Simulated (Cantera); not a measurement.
Input (Python, Cantera) and output of one run.

```python
import numpy as np
import cantera as ct

gas_names = [...]  # 93 gases of nasa_gas.yaml made of C, H, N, Ti
cond_names = """
    C(gr) C6H6(L) C7H8(L) C8H18(L),n-octa Ti(a) Ti(b) Ti(L) TiC(s) TiC(L) TiN(s) TiN(L)
""".split()


# ... load() reads the species with a 1 bar reference pressure and builds the phases ...
atoms = {
    'Ti(NMe2)4': {'Ti': 1, 'C': 8, 'H': 24, 'N': 4},
    'C3H8': {'C': 3, 'H': 8},
    'N2': {'N': 2},
}
top_T = {'C(gr)': 4500}  # K; cautious upper limits of use, not melting points


# ... equilibrate(T, P, feed) seeds the gas with the atoms and calls Mixture.equilibrate('TP', solver="vcs", rtol=1e-11, max_steps=5000) ...
results = []
feed = {'Ti(NMe2)4': 1, 'C3H8': 0.15, 'N2': 7.1}  # mol
T = 2098  # K
P = 133.322  # Pa
mix = equilibrate(T, P, feed)
results.append((T, P, feed, dict(zip(mix.species_names, mix.species_moles))))
x = sorted(zip(gas.X, gas.species_names), reverse=True)
print(f"T = {T:g} K  P = {P:g} Pa  gas = {mix.phase_moles(0):.4g} mol")
print("   x: " + "  ".join(f"{s} {v:.3e}" for v, s in x if v > 1e-06))
print("   condensed (mol): " + ("  ".join(f"{mix.phase(i).name} {mix.phase_moles(i):.4g}"
      for i in range(1, mix.n_phases) if mix.phase_moles(i) > 1e-12) or "none"))
```

It prints:

```
T = 2098 K  P = 133.322 Pa  gas = 22.38 mol
   x: H2 5.263e-01  N2 4.013e-01  H 6.114e-02  HCN 9.786e-03  C2H2,acetylene 7.512e-04  HNC 6.588e-04  CN 3.314e-05  Ti 3.484e-06  C2H 2.243e-06  C2N2 1.756e-06
   condensed (mol): C(gr) 7.182  TiC(s) 0.9999
```

Cantera equilibrium calculation (NASA polynomials, part measured and part estimated; ideal gas, pure solids and liquids). The feed counts by its element totals alone. TiC: taken at fixed stoichiometry.
